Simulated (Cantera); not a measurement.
Charge: 1 mol FeS₂, 240 mol H₂, 0.16 mol H₂O, at 1148.15 K and 0.100 bar.

Cantera equilibrium calculation (NASA polynomials, part measured and part estimated; ideal gas, pure solids and liquids). Candidate condensed phases: Fe, FeO, Fe(OH)₂, Fe(OH)₃, FeS, FeSO₄, FeS₂, Fe₂O₃, Fe₂(SO₄)₃, Fe₃O₄, H₂O, H₂SO₄, S; 22 gas species. FeS: taken at fixed stoichiometry. Kinetics and transport are ignored.

Base state: H₂ 0.995, H₂S 0.00416, H₂O 0.000666 (mole fractions); condensed: FeS(s).

### Question
What changes in the equilibrium state with this change: temperature from 1148.15 K to 1925 K?

### Answer
| species | before | after |
|---|---|---|
| H₂ | 0.995 | 0.987 |
| H₂S | 0.00416 | 0.00552 |
| H | 2.27e-7 | 0.00300 |
| Fe | <1e-9 | 0.00152 |
| S | <1e-9 | 0.000146 |
| S₂ | 1.55e-7 | 0.000587 |
| SH | 1.02e-6 | 0.00145 |
| FeS(s), mol | 1.00 | 0 |
| Fe(l), mol | 0 | 0.634 |
